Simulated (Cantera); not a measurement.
Input: 1 mol SiH4, 0.028 mol C3H8, 660 mol H2, at 2200 K.

Equilibrium computed with Cantera from the NASA thermochemical tables; the gas is ideal and each condensed phase is pure. Candidate condensed phases: C, C6H6, C7H8, C8H18, Si, SiC; 87 gas species. Mutual solubility and eutectic melting of coexisting phases are not modelled. Gases not in the tables: Si2H6 and higher silanes. Equilibrium is a limit: real reactors are often held back by kinetics, nucleation or transport.

### Question
Which condensed phases are stable at each of these points (P (Pa)): 100, 320, 1000, 3200, 10000, 32000, 100000?

### Answer
| P (Pa) | condensed phases | Si condensed (%) |
|---|---|---|
| 100 | gas only | 0.0 |
| 320 | gas only | 0.0 |
| 1000 | gas only | 0.0 |
| 3200 | gas only | 0.0 |
| 10000 | gas only | 0.0 |
| 32000 | gas only | 0.0 |
| 100000 | Si(l) + SiC(s) | 41.0 |

From 100 Pa to 32000 Pa nothing is condensed. At 100000 Pa the condensed part is Si(l) + SiC(s).
